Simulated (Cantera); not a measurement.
Charge: 1 mol SiCl₄, 0.42 mol HCl, 49 mol H₂, 0.7 mol Cl₂, at 1173 K.

These are equilibrium values from Cantera (NASA tables, ideal gas, pure condensed phases), not measurements of a reactor. Candidate condensed phases: Si; 19 gas species. The tables' values for SiCl₃ are old estimates; treat these amounts as uncertain. Kinetics and transport are ignored.

x: gas mole fraction; n: condensed amount in mol.

```csv
P (Pa),x H₂,x HCl,x SiCl₂,x SiCl₄,x SiHCl₃,x SiCl₃,n Si(s)
100,0.909,0.0745,0.0139,0.00119,0.000338,0.00129,0.131
260,0.912,0.0703,0.0123,0.00243,0.000736,0.00174,0.104
670,0.918,0.0641,0.0102,0.00430,0.00143,0.00211,0.0636
1700,0.924,?,?,?,?,0.00228,?
4500,0.929,0.0512,0.00485,0.00866,0.00366,0.00207,0
12000,0.933,0.0475,?,?,?,0.00163,0
30000,0.935,0.0453,0.00122,0.0113,0.00545,0.00119,0
77000,0.936,0.0441,0.000531,0.0119,0.00590,0.000801,0
200000,0.937,0.0435,0.000216,0.0123,0.00615,0.000518,0
```

Fill in the missing entries.


- 1700, x HCl: 0.0565
- 1700, x SiCl₂: 0.00787
- 1700, x SiCl₄: 0.00650
- 1700, x SiHCl₃: 0.00248
- 1700, n Si(s): 0.00681
- 12000, x SiCl₂: 0.00253
- 12000, x SiCl₄: 0.0103
- 12000, x SiHCl₃: 0.00473
